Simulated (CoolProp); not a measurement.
A simple Rankine cycle with propyne: condensing at 329.15 K, boiler at 4.18 MPa, turbine inlet 400.3 K, turbine efficiency 0.9, pump efficiency 0.8, no recuperator. Each further row changes one setting.

Model: reference Helmholtz-energy equation of state, Polt 1992, in CoolProp. This equation is an older, rougher fit; its heat capacities, sound speeds and derivatives of the liquid may be far off and weren't checked against measurements.

| case | thermal efficiency (%) | net work (kJ/kg) | heat in (kJ/kg) | turbine exit temperature (K) | volume ratio over the turbine |
|---|---|---|---|---|---|
| as stated | 10.9 | 51.6 | 475 | 333.0 | 3.29 |
| turbine inlet 420.3 K | 11.3 | 60.4 | 533 | 356.8 | 3.18 |
| condensing temperature 321.15 K | 12.3 | 61.0 | 496 | 323.4 | 3.98 |
| boiler pressure 2.93 MPa | 8.3 | 43.2 | 519 | 358.0 | 2.20 |
| turbine efficiency 0.8 | 9.5 | 45.2 | 475 | 335.9 | 3.35 |
